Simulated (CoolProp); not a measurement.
Vapour-liquid equilibrium of cyclohexane (1) + o-xylene (2) at 461 kPa; x and y are mole fractions of (1).

The numbers come from the multi-fluid Helmholtz-energy mixture model, Zhou 2014 and Zhou 2012; pair parameters Bell 2016 in CoolProp.

```
x     bubble temperature (K)  y at the bubble point  dew temperature at overall composition x (K)  liquid density (mol/L)
----  ----------------------  ---------------------  --------------------------------------------  ----------------------
0.05                   478.0                  0.162                                         483.3                   6.662
0.15                   464.8                  0.404                                             ?                   6.825
0.25                   454.2                  0.567                                             ?                   6.966
0.35                   445.6                  0.679                                         468.0                   7.090
0.45                   438.7                  0.759                                         462.0                   7.202
0.55                   432.9                  0.820                                         455.3                   7.306
0.65                       ?                  0.869                                         447.9                   7.407
0.75                   423.7                      ?                                         439.5                   7.507
0.85                   419.8                  0.947                                         429.9                       ?
0.95                       ?                  0.983                                             ?                   7.717
```

Question: Fill in the missing entries.

Answer: 
- 0.15, dew temperature at overall composition x (K): 478.6
- 0.25, dew temperature at overall composition x (K): 473.5
- 0.65, bubble temperature (K): 428.0
- 0.75, y at the bubble point: 0.910
- 0.85, liquid density (mol/L): 7.609
- 0.95, bubble temperature (K): 416.1
- 0.95, dew temperature at overall composition x (K): 419.5

No azeotrope shows between x = 0.05 and 0.95.

The pair parameters rest on a limited set of measurements; away from them the model extrapolates.
